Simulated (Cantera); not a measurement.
A perfectly stirred reactor is fed with 35.7 % C3H8, 64.3 % H2, at 20.3 Torr; it is held at 1425 K, and followed from long to short residence time.

Model: GRI-Mech 3.0 (53 species, 325 reactions), integrated in Cantera. GRI-Mech 3.0 was tuned for natural gas; its chemistry of propane as a main component is partial and can be far from experiment. GRI-Mech 3.0 stops at C3 and has no aromatics, soot or wall deposition, so with more carbon than oxygen in the feed, carbon stays in small species such as C2H2 where larger ones or solid carbon would form. Radical loss at walls, strong at low pressure, is not modelled.

### Question
Predict: x(C3H8) at τ = 2.70 s; x(H2) at τ = 2.70 s; x(C2H4) at τ = 2.70 s; x(C2H6) at τ = 2.70 s; x(CH4) at τ = 2.70 s; x(C3H8) at τ = 17.0 ms; x(H2) at τ = 17.0 ms; x(C2H4) at τ = 17.0 ms; x(C2H6) at τ = 17.0 ms; x(CH4) at τ = 17.0 ms.

### Answer
| Item | Result |
|---|---|
| x(C3H8) at τ = 2.70 s | 0.000148 |
| x(H2) at τ = 2.70 s | 0.660 |
| x(C2H4) at τ = 2.70 s | 0.00775 |
| x(C2H6) at τ = 2.70 s | 9.60e-5 |
| x(CH4) at τ = 2.70 s | 0.104 |
| x(C3H8) at τ = 17.0 ms | 0.0127 |
| x(H2) at τ = 17.0 ms | 0.550 |
| x(C2H4) at τ = 17.0 ms | 0.126 |
| x(C2H6) at τ = 17.0 ms | 0.00230 |
| x(CH4) at τ = 17.0 ms | 0.200 |
